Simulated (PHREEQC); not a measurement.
Consider water at 25 °C with 0.02 mol/kgw KH2PO4 and 0.067 mol/kgw Na2SO4. Closed to the air; pH follows from the charge balance.

Computed with PHREEQC (ion-association model, phreeqc.dat).

Each row changes one thing in this solution. This is a speciation only: nothing precipitates in the calculation.

```tsv
case	pH	ionic strength (mol/kgw)	K+ (mol/kgw)	HPO4-2 (mol/kgw)	H3PO4 (mol/kgw)	KHPO4- (mol/kgw)
as made	4.61	0.197	0.0180	0.000124	5.15e-5	1.25e-6
Na2SO4 left out	4.64	0.0201	0.0200	?	5.79e-5	1.84e-6
KH2PO4 from 0.02 to 0.004 mol/kgw	4.89	0.183	0.00359	4.64e-5	5.41e-6	9.53e-8
Na2SO4 replaced by NaHF2 at the same molality	3.09	0.0867	0.0200	2.81e-6	0.00172	4.20e-8
0.019 mol/kgw H3PO4 added	2.52	0.197	0.0182	1.51e-6	0.00941	1.54e-8
Na2SO4 from 0.067 to 0.134 mol/kgw	4.60	0.358	0.0173	0.000143	4.81e-5	1.10e-6
0.012 mol/kgw KCl added	4.60	0.207	?	0.000124	5.20e-5	1.96e-6
```

Question: Complete the blanks.

Answer: 
- Na2SO4 left out, HPO4-2 (mol/kgw): 8.16e-5
- 0.012 mol/kgw KCl added, K+ (mol/kgw): 0.0290
